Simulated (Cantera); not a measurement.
**Premixed flame**

A freely propagating, adiabatic, planar premixed flame of CO : H2 : O2 : N2 = 1 : 0.076 : 0.448 : 1.69 (molar parts), unburnt at 450 K and 0.385 atm; unity-Lewis-number transport, grid criteria slope 0.08 and curve 0.16, no radiation.

Computed with Cantera and GRI-Mech 3.0 (53 species, 325 reactions). Unity Lewis numbers drop preferential diffusion, which matters most where H2 and H carry the flame. Burning velocities carry a grid error of a few per cent, more on coarse grids.

| z (mm) | T (K) | u (m/s) | x CO | x H2 | x O2 | x N2O | x H2O2 | x H2O |
|---|---|---|---|---|---|---|---|---|
| -5.76 | 450 | 0.724 | 0.311 | 0.0236 | 0.139 | <1e-8 | <1e-8 | <1e-8 |
| -3.84 | 450 | 0.724 | 0.311 | 0.0236 | 0.139 | <1e-8 | <1e-8 | 1.46e-7 |
| -2.88 | 450 | 0.724 | 0.311 | 0.0236 | 0.139 | <1e-8 | <1e-8 | 8.37e-7 |
| -1.92 | 451 | 0.724 | 0.311 | 0.0236 | 0.139 | <1e-8 | 7.05e-8 | 9.64e-6 |
| -0.961 | 477 | 0.765 | 0.309 | 0.0232 | 0.138 | <1e-8 | 2.67e-6 | 0.000434 |
| -0.480 | 679 | 1.08 | 0.293 | 0.0198 | 0.128 | <1e-8 | 5.84e-6 | 0.00392 |
| 0 | 1140 | 1.76 | 0.238 | 0.00632 | 0.0912 | 3.82e-8 | 5.64e-7 | 0.0125 |
| 0.480 | 1436 | 2.18 | 0.183 | 0.00212 | 0.0566 | 6.92e-8 | 2.36e-7 | 0.0121 |
| 0.961 | 1594 | 2.40 | 0.160 | 0.00250 | 0.0443 | 6.91e-8 | 1.58e-7 | 0.0109 |
| 1.92 | 1758 | 2.61 | 0.149 | 0.00279 | 0.0391 | 6.94e-8 | 9.42e-8 | 0.0130 |
| 3.84 | 1920 | 2.81 | 0.141 | 0.00263 | 0.0354 | 7.55e-8 | 4.92e-8 | 0.0162 |
| 7.69 | 2071 | 3.00 | 0.129 | 0.00230 | 0.0305 | 8.17e-8 | 2.64e-8 | 0.0187 |
| 15.4 | 2205 | 3.16 | 0.117 | 0.00195 | 0.0247 | 8.85e-8 | 1.55e-8 | 0.0206 |
x: mole fraction of selected species; z is measured from the peak of heat release.

```yaml
laminar_burning_velocity: 72.4 cm/s
thermal_thickness: 1.92 mm
peak x(H2O2): 6.75e-6
grid_points: 141
```
